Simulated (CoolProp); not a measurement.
A simple Rankine cycle with R123: condensing at 325.15 K, boiler at 0.752 MPa, turbine inlet 411.2 K, turbine efficiency 0.7, pump efficiency 0.6, no recuperator. Each further row changes one setting.

The numbers come from the reference Helmholtz-energy equation of state, Younglove 1994 in CoolProp. It is a modified Benedict-Webb-Rubin equation, recast in Helmholtz form.

| case | thermal efficiency (%) | net work (kJ/kg) | heat in (kJ/kg) | turbine exit temperature (K) | volume ratio over the turbine |
|---|---|---|---|---|---|
| as stated | 7.3 | 16.0 | 219 | 382.4 | 3.34 |
| turbine inlet 431.2 K | 7.2 | 17.1 | 236 | 402.6 | 3.31 |
| condensing temperature 317.15 K | 8.5 | 19.3 | 228 | 377.2 | 4.27 |
| boiler pressure 0.526 MPa | 5.3 | 11.7 | 222 | 391.7 | 2.31 |
| turbine efficiency 0.6 | 6.2 | 13.6 | 219 | 385.4 | 3.37 |
